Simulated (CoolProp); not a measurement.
Saturation properties of R142b (Tc = 137.1 °C, pc = 4.055 MPa, ω = 0.232).

Computed with CoolProp (reference Helmholtz-energy equation of state, Lemmon 2006). It is a short technical equation, of lower accuracy than the large ones.

```
T (°C)  p (MPa)  vapour density (kg/m³)  surface tension (mN/m)
------  -------  ----------------------  ----------------------
-15.45  0.07783                   3.781                    16.7
-3.65    0.1258                   5.928                    15.1
8.15     0.1943                   8.923                    13.6
20.05    0.2893                   13.02                    12.1
31.85    0.4148                   18.42                    10.6
43.65    0.5774                       ?                    9.12
55.45    0.7835                   34.53                    7.72
67.25     1.040                   46.21                    6.36
79.05     1.353                   61.25                    5.06
90.95     1.734                       ?                       ?
102.75    2.187                       ?                    2.65
114.55    2.724                   144.9                    1.57
126.35    3.361                   205.8                   0.629
```

Problem. Fill in the missing entries.

Solution. 
- 43.65, vapour density (kg/m³): 25.45
- 90.95, vapour density (kg/m³): 81.07
- 90.95, surface tension (mN/m): 3.81
- 102.75, vapour density (kg/m³): 107.5

It boils at -9.1 °C under 1 atm.

Surface tension comes from a separate correlation (Mulero 2012).
